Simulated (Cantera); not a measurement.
Charge: 1 mol Al, 9 mol O2, 5.8 mol N2, equilibrated at 450 °C and 1.30 mbar.

Equilibrium computed with Cantera from the NASA thermochemical tables; the gas is ideal and each condensed phase is pure. Candidate condensed phases: Al, AlN, Al2O3; 16 gas species. The numbers say what is thermodynamically allowed, not how fast it happens.

Base state: O2 0.587, N2 0.413 (mole fractions); condensed: Al2O3(s).

What changes in the equilibrium state with this change: temperature from 450 °C to 1700 °C?


```
species         before    after
-------------  -------  -------
O2               0.587    0.574
N2               0.413    0.406
O                <1e-9   0.0114
NO             5.63e-7  0.00843
Al2O3(s), mol    0.500    0.500
```
